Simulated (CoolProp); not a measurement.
A single-stage vapour-compression cycle with ammonia: evaporating at 247.15 K (dew point), condensing at 291.15 K (bubble point), superheat 2 K, subcooling 0 K, compressor efficiency 0.75, no pressure losses. Each further row changes one setting.

The numbers come from the reference Helmholtz-energy equation of state, Gao 2020 in CoolProp.

```json
[
 {"case": "as stated", "cooling COP": "3.49", "pressure ratio": "5.56", "discharge temperature (K)": "403.8", "refrigerating effect (kJ/kg)": "1150", "volumetric capacity (kJ/m³)": "1410"},
 {"case": "evaporating temperature 252.15 K", "cooling COP": "4.11", "pressure ratio": "?", "discharge temperature (K)": "386.8", "refrigerating effect (kJ/kg)": "?", "volumetric capacity (kJ/m³)": "?"},
 {"case": "condensing temperature 286.15 K", "cooling COP": "4.01", "pressure ratio": "?", "discharge temperature (K)": "386.8", "refrigerating effect (kJ/kg)": "1170", "volumetric capacity (kJ/m³)": "1440"},
 {"case": "subcooling 5 K", "cooling COP": "3.56", "pressure ratio": "5.56", "discharge temperature (K)": "403.8", "refrigerating effect (kJ/kg)": "1170", "volumetric capacity (kJ/m³)": "1440"},
 {"case": "superheat 12 K", "cooling COP": "?", "pressure ratio": "5.56", "discharge temperature (K)": "419.6", "refrigerating effect (kJ/kg)": "1170", "volumetric capacity (kJ/m³)": "1380"},
 {"case": "compressor efficiency 0.65", "cooling COP": "3.02", "pressure ratio": "5.56", "discharge temperature (K)": "?", "refrigerating effect (kJ/kg)": "1150", "volumetric capacity (kJ/m³)": "1410"}
]
```

Q: Some entries are withheld; supply them.

A: 
- evaporating temperature 252.15 K, pressure ratio: 4.42
- evaporating temperature 252.15 K, refrigerating effect (kJ/kg): 1160
- evaporating temperature 252.15 K, volumetric capacity (kJ/m³): 1760
- condensing temperature 286.15 K, pressure ratio: 4.71
- superheat 12 K, cooling COP: 3.40
- compressor efficiency 0.65, discharge temperature (K): 424.8
